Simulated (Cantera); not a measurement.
A jet of CH4 : O2 : N2 = 0.024 : 0.079 : 0.79 (molar parts) at 300 K and 0.120 bar hits a platinum plate 8.1 cm away at a mass flux of 0.11 kg/m²/s; the plate temperature is set and raised in steps from an oxygen-covered start.

Cantera simulation using Deutschmann's 1995 Pt surface mechanism with GRI-Mech 3.0 gas chemistry; the numbers are that mechanism's predictions, not measurements. Catalytic surfaces can have several steady states; this one follows from the mechanism file's or the stated starting coverage.

x: mole fraction at the wall; θ: surface coverage.

```csv
plate T (K),wall x CH4,wall x O2,wall x H2O,wall x OH,wall x CO,wall x CO2,θ free Pt,θ O*,θ OH*
850,0.0203,0.0744,0.0124,<1e-8,5.58e-6,0.00807,0.146,0.853,___
900,0.0152,0.0637,0.0218,2.55e-8,6.06e-6,0.0142,0.215,0.784,0.00139
950,0.0108,0.0544,0.0299,7.86e-8,6.03e-6,0.0196,0.290,0.709,0.00147
1000,0.00776,0.0479,0.0355,2.11e-7,5.93e-6,0.0233,0.366,0.632,0.00142
1050,0.00575,0.0437,0.0391,5.00e-7,5.92e-6,0.0257,0.441,0.558,___
1100,0.00444,0.0410,0.0414,1.08e-6,6.10e-6,0.0273,0.512,0.487,___
1150,0.00357,0.0392,0.0429,2.14e-6,6.49e-6,0.0283,0.578,0.420,___
1200,0.00297,0.0381,0.0439,3.97e-6,7.12e-6,0.0290,0.640,0.359,___
```

Q: What belongs in the gaps?

A: 
- 850, θ OH*: 0.00114
- 1050, θ OH*: 0.00130
- 1100, θ OH*: 0.00115
- 1150, θ OH*: 0.00101
- 1200, θ OH*: 0.000871
